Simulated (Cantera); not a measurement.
A closed system holds: 1 mol SiC, 0.094 mol CO₂, 1.3 mol H₂, 0.33 mol N₂O, equilibrated at 1575 K and 8.70 bar.

Cantera equilibrium calculation (NASA polynomials, part measured and part estimated; ideal gas, pure solids and liquids). Candidate condensed phases: C, C₆H₆, C₇H₈, C₈H₁₈, H₂O, Si, SiC, SiO₂, Si₂N₂O, Si₃N₄; 151 gas species. Mutual solubility and eutectic melting of coexisting phases are not modelled. The tables hold silica as quartz up to 1696 K and as liquid above; real silica turns to tridymite and cristobalite and melts near 1996 K. Rates play no part.

Base state: H₂ 0.977, CH₄ 0.0151, CO 0.00811, H₂O 7.07e-5, N₂ 6.06e-5, C₂H₄ 2.44e-5, SiO 2.14e-5, C₂H₂ (acetylene) 2.06e-5 (mole fractions); condensed: C(graphite) + SiC(s) + SiO₂(β-quartz) + Si₂N₂O(s).

Q: What changes in the equilibrium state with this change: temperature from 1575 K to 1598 K?

A: 
```json
[
 {"species": "H₂", "before": "0.977", "after": "0.975"},
 {"species": "CH₄", "before": "0.0151", "after": "0.0136"},
 {"species": "CO", "before": "0.00811", "after": "0.0112"},
 {"species": "SiO", "before": "2.14e-5", "after": "3.24e-5"},
 {"species": "N₂", "before": "6.06e-5", "after": "9.11e-5"},
 {"species": "HCN", "before": "1.35e-5", "after": "1.91e-5"},
 {"species": "H", "before": "1.39e-5", "after": "1.78e-5"},
 {"species": "C(graphite), mol", "before": "0.813", "after": "0.808"},
 {"species": "SiC(s), mol", "before": "0.251", "after": "0.254"},
 {"species": "SiO₂(β-quartz), mol", "before": "0.0888", "after": "0.0867"},
 {"species": "Si₂N₂O(s), mol", "before": "0.330", "after": "0.330"}
]
```

Q: What changes in the equilibrium state with this change: temperature from 1575 K to 1675 K?

A: 
```json
[
 {"species": "H₂", "before": "0.977", "after": "0.958"},
 {"species": "CO", "before": "0.00811", "after": "0.0314"},
 {"species": "CH₄", "before": "0.0151", "after": "0.00962"},
 {"species": "SiO", "before": "2.14e-5", "after": "0.000119"},
 {"species": "N₂", "before": "6.06e-5", "after": "0.000329"},
 {"species": "HCN", "before": "1.35e-5", "after": "5.66e-5"},
 {"species": "H", "before": "1.39e-5", "after": "3.85e-5"},
 {"species": "C₂H₂ (acetylene)", "before": "2.06e-5", "after": "5.56e-5"},
 {"species": "H₂O", "before": "7.07e-5", "after": "0.000146"},
 {"species": "C(graphite), mol", "before": "0.813", "after": "0.771"},
 {"species": "SiC(s), mol", "before": "0.251", "after": "0.268"},
 {"species": "SiO₂(β-quartz), mol", "before": "0.0888", "after": "0.0732"},
 {"species": "Si₂N₂O(s), mol", "before": "0.330", "after": "0.330"}
]
```

Q: What changes in the equilibrium state with this change: temperature from 1575 K to 1550 K?

A: 
```json
[
 {"species": "H₂", "before": "0.977", "after": "0.977"},
 {"species": "CH₄", "before": "0.0151", "after": "0.0169"},
 {"species": "CO", "before": "0.00811", "after": "0.00561"},
 {"species": "SiO", "before": "2.14e-5", "after": "1.35e-5"},
 {"species": "N₂", "before": "6.06e-5", "after": "3.83e-5"},
 {"species": "HCN", "before": "1.35e-5", "after": "9.10e-6"},
 {"species": "C(graphite), mol", "before": "0.813", "after": "0.815"},
 {"species": "SiC(s), mol", "before": "0.251", "after": "0.250"},
 {"species": "SiO₂(β-quartz), mol", "before": "0.0888", "after": "0.0904"},
 {"species": "Si₂N₂O(s), mol", "before": "0.330", "after": "0.330"}
]
```
